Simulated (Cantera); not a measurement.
**Ignition delay**

Mixture: 4.28 % CH4, 14.8 % O2, 73.7 % N2, 7.28 % H2O, at 4.50 bar, adiabatic and at constant volume. Ignition delay is the time to a rise of 400 K.

Model: GRI-Mech 3.0 (53 species, 325 reactions), integrated in Cantera.

| T0 (K) | delay (ms) |
|---|---|
| 1050 | 90.3 |
| 1150 | 21.6 |
| 1250 | 6.16 |
| 1350 | 1.96 |
| 1450 | 0.678 |
| 1550 | 0.253 |

```json
{
  "apparent activation energy between 1350 and 1550 K": "180 kJ/mol"
}
```
